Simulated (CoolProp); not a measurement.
Octamethylcyclotetrasiloxane (D4) along the isobar 0.101 MPa: density (kg/m³) from the reference equation and from simpler models built on Tc = 586.5 K, pc = 1.347 MPa, ω = 0.598; each cubic takes its own stable root.

Values from CoolProp's reference Helmholtz-energy equation of state, Thol 2015.

```
T (K)  phase  reference  van der Waals  Peng-Robinson
-----  -----  ---------  -------------  -------------
520.7    gas      7.229          7.137          7.241
533.1    gas      7.033          6.958          7.047
545.5    gas          ?              ?          6.864
557.9    gas      6.676              ?          6.691
570.4    gas      6.512          6.474          6.526
582.8    gas          ?          6.328          6.371
595.2    gas      6.211          6.189              ?
607.6    gas      6.072          6.056          6.083
620      gas      5.940          5.929          5.950
```

Problem. Complete the blanks.

Solution. 
- 545.5, reference: 6.849
- 545.5, van der Waals: 6.789
- 557.9, van der Waals: 6.628
- 582.8, reference: 6.358
- 595.2, Peng-Robinson: 6.223
